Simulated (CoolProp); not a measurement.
Vapour-liquid equilibrium of hydrogen sulfide (1) + propane (2) at 266.7 K; x and y are mole fractions of (1).

Model: multi-fluid Helmholtz-energy mixture model, Lemmon 2006 and Lemmon 2009; pair parameters Kunz 2012, in CoolProp.

```csv
x,"bubble pressure, mixture model (kPa)","bubble pressure, Raoult's law (kPa)","y, mixture model","y, Raoult's law"
0.05,472.4,410.8,0.201,0.103
0.125,576.5,445.5,0.375,0.239
0.2,657.7,480.2,0.480,0.354
0.275,721.0,514.9,0.551,0.454
0.35,(withheld),549.6,0.603,0.542
0.425,808.4,584.3,(withheld),0.618
0.5,(withheld),619.0,0.679,0.687
0.575,860.8,653.7,0.711,0.748
0.65,877.9,688.4,0.741,0.803
0.725,889.8,723.1,(withheld),0.853
0.8,895.9,757.8,0.810,0.898
0.875,893.6,792.5,0.858,0.939
0.95,876.5,827.2,(withheld),0.977
```

**Question.** What belongs in the gaps?

**Answer.** 
- 0.35, bubble pressure, mixture model (kPa): 770.2
- 0.425, y, mixture model: 0.644
- 0.5, bubble pressure, mixture model (kPa): 838.0
- 0.725, y, mixture model: 0.773
- 0.95, y, mixture model: 0.929

The largest gap from Raoult's law is +40.1 % in bubble pressure, at x = 0.35. y crosses x between x = 0.8 and 0.875: the model has an azeotrope there.

Pair parameters are fitted to limited data, so mixtures are less certain than the pure fluids.
